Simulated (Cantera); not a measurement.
What does this Cantera script print?

```python
import numpy as np
import cantera as ct

gas_names = """
    S2 PbS CS2
""".split()
cond_names = """
    Pb(cr) Pb(L) Ni(cr) Ni(L) Ni3S4(s) C(gr) Ca(a) Ca(b) Ca(L) CaS(s)
""".split()


# ... load() reads the species with a 1 bar reference pressure and builds the phases ...
species = {s.name: s for s in load("nasa_gas.yaml", gas_names) + load("nasa_condensed.yaml", cond_names)}
# Each term lists the table entries of one substance; the one whose range holds T is used.
reactions = {
    '2 Pb + S2(g) = 2 PbS(g)':
        [(-2, ['Pb(cr)', 'Pb(L)']), (-1, ['S2']), (2, ['PbS'])],
    '1.5 Ni + S2(g) = 0.5 Ni3S4':
        [(-1.5, ['Ni(cr)', 'Ni(L)']), (-1, ['S2']), (0.5, ['Ni3S4(s)'])],
    'C + S2(g) = CS2(g)':
        [(-1, ['C(gr)']), (-1, ['S2']), (1, ['CS2'])],
    '2 Ca + S2(g) = 2 CaS':
        [(-2, ['Ca(a)', 'Ca(b)', 'Ca(L)']), (-1, ['S2']), (2, ['CaS(s)'])],
}


def pick(names, T):
    return next(species[n] for n in names if species[n].thermo.min_temp <= T <= species[n].thermo.max_temp)


results = []
for label, terms in reactions.items():
    print(label)
    print("     T/K   dH/kJ  dS/(J/K)   dG/kJ   log10 K")
    for T in [300, 375, 425, 475, 525, 575]:
        used = [(nu, pick(names, T)) for nu, names in terms]
        dH = sum(nu * s.thermo.h(T) for nu, s in used) / 1e6
        dS = sum(nu * s.thermo.s(T) for nu, s in used) / 1e3
        dG = dH - T * dS / 1e3
        logK = -dG * 1e6 / (ct.gas_constant * T * np.log(10))
        results.append((label, T, dH, dS, dG, logK, [s.name for _, s in used]))
        print(f"{T:8g} {dH:8.1f} {dS:8.1f} {dG:8.1f} {logK:8.2f}")
```

Result:

```
2 Pb + S2(g) = 2 PbS(g)
     T/K   dH/kJ  dS/(J/K)   dG/kJ   log10 K
     300    135.2    144.8     91.7   -15.97
     375    133.9    141.2     81.0   -11.28
     425    133.1    139.0     74.0    -9.09
     475    132.2    137.0     67.1    -7.38
     525    131.2    135.0     60.3    -6.00
     575    130.2    133.2     53.6    -4.87
1.5 Ni + S2(g) = 0.5 Ni3S4
     T/K   dH/kJ  dS/(J/K)   dG/kJ   log10 K
     300   -278.9   -179.8   -225.0    39.18
     375   -278.1   -177.3   -211.6    29.48
     425   -277.5   -175.7   -202.8    24.92
     475   -276.7   -174.1   -194.0    21.34
     525   -275.9   -172.5   -185.4    18.44
     575   -275.1   -171.0   -176.8    16.06
C + S2(g) = CS2(g)
     T/K   dH/kJ  dS/(J/K)   dG/kJ   log10 K
     300    -11.4      4.0    -12.6     2.20
     375    -11.1      4.9    -13.0     1.81
     425    -10.9      5.4    -13.2     1.63
     475    -10.8      5.8    -13.5     1.49
     525    -10.6      6.1    -13.8     1.37
     575    -10.5      6.3    -14.1     1.28
2 Ca + S2(g) = 2 CaS
     T/K   dH/kJ  dS/(J/K)   dG/kJ   log10 K
     300  -1074.8   -200.1  -1014.8   176.69
     375  -1074.0   -197.7   -999.9   139.27
     425  -1073.5   -196.5   -990.0   121.68
     475  -1073.0   -195.4   -980.2   107.79
     525  -1072.6   -194.5   -970.5    96.56
     575  -1072.2   -193.9   -960.8    87.28
```

Source: NASA polynomial tables (part measured, part estimated), evaluated in Cantera. Condensed species are held in their standard states even where they would react or evaporate.
